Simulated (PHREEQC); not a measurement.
A column of 0.2 m (40 cells, dispersivity 0.01 m, 60 s a shift, diffusion coefficient 3e-10 m²/s) holds 0.27 eq of the database's cation exchanger X per kg of pore water, first in equilibrium with 0.046 mol/kgw KCl, 0.0039 mol/kgw CaCl2 and 1e-05 mol/kgw HCl. It is flushed with 0.045 mol/kgw BaCl2, 0.00084 mol/kgw SrCl2, 0.066 mol/kgw LiCl and 1e-05 mol/kgw HCl, at 40 °C. Values are for the last cell. CO2 from the air is kept out. No solid was allowed to form.

Model: ion-association model, phreeqc.dat, run in PHREEQC.

| pore volumes | Li in solution (mol/kgw) | Ba in solution (mol/kgw) | Sr in solution (mol/kgw) | K in solution (mol/kgw) | Ca in solution (mol/kgw) | LiX on the exchanger (mol/kgw) | CaX2 on the exchanger (mol/kgw) |
|---|---|---|---|---|---|---|---|
| 0 | 0 | 0 | 0 | 0.0460 | 0.00390 | 0 | 0.0411 |
| 0.2125 | 0 | 0 | 0 | 0.0460 | 0.00390 | 0 | 0.0411 |
| 0.4125 | 1.83e-7 | 0 | 0 | 0.0462 | 0.00393 | 1.38e-7 | 0.0411 |
| 0.8125 | 0.00284 | 8.29e-13 | 1.05e-14 | 0.0662 | 0.00814 | 0.00148 | 0.0409 |
| 1.012 | 0.0123 | 4.99e-9 | 6.94e-11 | 0.0783 | 0.0116 | 0.00535 | 0.0403 |
| 1.212 | 0.0258 | 4.79e-7 | 7.06e-9 | 0.0828 | 0.0131 | 0.0104 | 0.0395 |
| 1.413 | 0.0387 | 6.80e-6 | 1.04e-7 | 0.0821 | 0.0132 | 0.0155 | 0.0387 |
| 1.613 | 0.0487 | 3.91e-5 | 6.15e-7 | 0.0791 | 0.0126 | 0.0198 | 0.0383 |
| 2.013 | 0.0606 | 0.000397 | 6.50e-6 | 0.0718 | 0.0118 | 0.0256 | 0.0388 |
| 2.212 | 0.0638 | 0.000949 | 1.58e-5 | 0.0679 | 0.0119 | 0.0271 | 0.0396 |
| 2.413 | 0.0658 | 0.00202 | 3.40e-5 | 0.0634 | 0.0122 | 0.0279 | 0.0402 |
| 2.612 | 0.0668 | 0.00385 | 6.58e-5 | 0.0580 | 0.0125 | 0.0280 | 0.0401 |
| 2.812 | 0.0673 | 0.00664 | 0.000115 | 0.0518 | 0.0125 | 0.0276 | 0.0385 |
| 3.212 | 0.0674 | 0.0147 | 0.000259 | 0.0379 | 0.0113 | 0.0262 | 0.0314 |
| 3.413 | 0.0672 | 0.0192 | 0.000343 | 0.0311 | 0.0101 | 0.0255 | 0.0268 |
| 3.612 | 0.0670 | 0.0237 | 0.000425 | 0.0250 | 0.00873 | 0.0249 | 0.0222 |
| 3.812 | 0.0668 | 0.0277 | 0.000500 | 0.0198 | 0.00734 | 0.0245 | 0.0181 |
| 4.013 | 0.0666 | 0.0312 | 0.000566 | 0.0154 | 0.00604 | 0.0241 | 0.0145 |
| 4.412 | 0.0664 | 0.0365 | 0.000668 | 0.00911 | 0.00391 | 0.0236 | 0.00906 |
| 4.612 | 0.0663 | 0.0384 | 0.000706 | 0.00692 | 0.00310 | 0.0234 | 0.00709 |
| 4.812 | 0.0662 | 0.0400 | 0.000735 | 0.00523 | 0.00243 | 0.0233 | 0.00552 |
| 5.013 | 0.0662 | 0.0411 | 0.000759 | 0.00394 | 0.00190 | 0.0232 | 0.00428 |
| 5.213 | 0.0661 | 0.0421 | 0.000777 | 0.00295 | 0.00148 | 0.0231 | 0.00331 |
| 5.612 | 0.0661 | 0.0433 | 0.000803 | 0.00164 | 0.000885 | 0.0230 | 0.00197 |
| 5.812 | 0.0660 | 0.0437 | 0.000811 | 0.00122 | 0.000682 | 0.0229 | 0.00151 |
| 6.013 | 0.0660 | 0.0440 | 0.000818 | 0.000907 | 0.000524 | 0.0229 | 0.00116 |

Species that the database lacks are ignored. At this temperature some constants are extrapolated from 25 °C, and those without enthalpy data are left unchanged.
